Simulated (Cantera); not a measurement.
Feed: 1 mol Al, 0.16 mol H₂O, 0.055 mol O₂, held at 1723 K and 68.0 mbar.

Method: chemical equilibrium by Gibbs-energy minimisation in Cantera with the NASA 1993 tables (ideal gas, pure condensed phases). Candidate condensed phases: Al, Al₂O₃, H₂O; 19 gas species. Mutual solubility and eutectic melting of coexisting phases are not modelled. The numbers say what is thermodynamically allowed, not how fast it happens.

Base state: H₂ 0.987, Al₂O 0.00652, Al 0.00469, H 0.000695, AlH 0.000688 (mole fractions); condensed: Al(l) + Al₂O₃(s).

Problem. What changes in the equilibrium state with this change: Al replaced by Fe₂O₃?

Solution. 
| species | before | after |
|---|---|---|
| O₂ | <1e-9 | 0.580 |
| H₂O | 1.72e-7 | 0.418 |
| OH | <1e-9 | 0.00219 |
| H₂ | 0.987 | 5.36e-5 |
| Al₂O | 0.00652 | 0 |
| Al | 0.00469 | 0 |
| AlH | 0.000688 | 0 |
| O | <1e-9 | 0.000166 |
| H | 0.000695 | 5.12e-6 |
| Al(l), mol | 0.818 | 0 |
| Al₂O₃(s), mol | 0.0896 | 0 |
| Fe₃O₄(s), mol | 0 | 0.667 |
Further candidate phases: Fe, FeO, Fe(OH)₂, Fe(OH)₃, Fe₂O₃, Fe₃O₄.
